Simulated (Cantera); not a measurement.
**Stirred combustor or abatement burner**

A perfectly stirred reactor is fed with H2 : O2 : N2 = 1 : 0.685 : 2.58 (molar parts), equivalence ratio 0.73, at 10.0 bar; it is adiabatic with a 475 K inlet, and is followed from long to short residence time, starting on the burning branch (τ in s: 0.098, 0.042, 0.018, 0.0075, 0.0032, 0.0014, 0.00058, 0.00025, 0.00011, 4.5e-05, 1.9e-05, 8.2e-06).

Model: GRI-Mech 3.0 (53 species, 325 reactions), integrated in Cantera. The hydrogen kinetics of GRI-Mech 3.0 are dated; newer H2 mechanisms differ, most at raised pressure.

```csv
τ (s),T (K),x H2,x O2,x H,x O,x H2O2,x NO,x H2O
0.098,2205,0.000466,0.0468,4.03e-5,0.000194,6.23e-7,0.00332,0.263
0.042,2208,0.000480,0.0473,4.21e-5,0.000201,6.34e-7,0.00213,0.263
0.018,2209,0.000507,0.0478,4.50e-5,0.000210,6.47e-7,0.00115,0.263
0.0075,2210,0.000565,0.0481,5.10e-5,0.000224,6.66e-7,0.000560,0.263
0.0032,2209,0.000686,0.0482,6.42e-5,0.000253,7.02e-7,0.000282,0.263
0.0014,2205,0.000927,0.0483,9.35e-5,0.000312,7.71e-7,0.000157,0.262
0.00058,2198,0.00143,0.0483,0.000166,0.000438,9.11e-7,9.68e-5,0.261
0.00025,2186,0.00230,0.0484,0.000324,0.000667,1.14e-6,6.79e-5,0.259
0.00011,2167,0.00373,0.0486,0.000658,0.00105,1.46e-6,5.10e-5,0.257
4.5e-5,2133,0.00630,0.0492,0.00144,0.00175,1.95e-6,3.95e-5,0.252
1.9e-5,2081,0.0102,0.0505,0.00297,0.00280,2.57e-6,3.37e-5,0.246
8.2e-6,2006,0.0161,0.0528,0.00571,0.00421,3.37e-6,3.10e-5,0.236
```
x: mole fraction; the columns are a selection and need not sum to one.
